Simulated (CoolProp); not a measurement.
Oxygen along the isotherm 168.7 K: fugacity coefficient from the reference equation and from simpler models built on Tc = 154.6 K, pc = 5.046 MPa, ω = 0.022; each cubic takes its own stable root.

Model: reference Helmholtz-energy equation of state, Schmidt 1985, in CoolProp.

```json
[
 {"p (MPa)": "1.05", "phase": "gas", "reference": "0.9472"},
 {"p (MPa)": "2.1", "phase": "gas", "reference": "0.8954"},
 {"p (MPa)": "3.15", "phase": "gas", "reference": "0.8443"},
 {"p (MPa)": "4.21", "phase": "gas", "reference": "0.7934"},
 {"p (MPa)": "5.26", "phase": "supercritical", "reference": "0.7433"},
 {"p (MPa)": "6.31", "phase": "supercritical", "reference": "0.6932"},
 {"p (MPa)": "7.36", "phase": "supercritical", "reference": "0.6430"},
 {"p (MPa)": "8.41", "phase": "supercritical", "reference": "0.5948"},
 {"p (MPa)": "9.46", "phase": "supercritical", "reference": "0.5531"},
 {"p (MPa)": "10.5", "phase": "supercritical", "reference": "0.5185"},
 {"p (MPa)": "11.6", "phase": "supercritical", "reference": "0.4882"},
 {"p (MPa)": "12.6", "phase": "supercritical", "reference": "0.4651"}
]
```

Problem. How far does each simpler model (van der Waals, Redlich-Kwong) lie from the reference over these 12 states: mean and median of the absolute difference, and the worst?

Solution. 
- van der Waals: mean 1.4 %, median 1.1 %, worst +3.7 % at 168.7 K and 12.6 MPa
- Redlich-Kwong: mean 0.6 %, median 0.4 %, worst +1.5 % at 168.7 K and 12.6 MPa
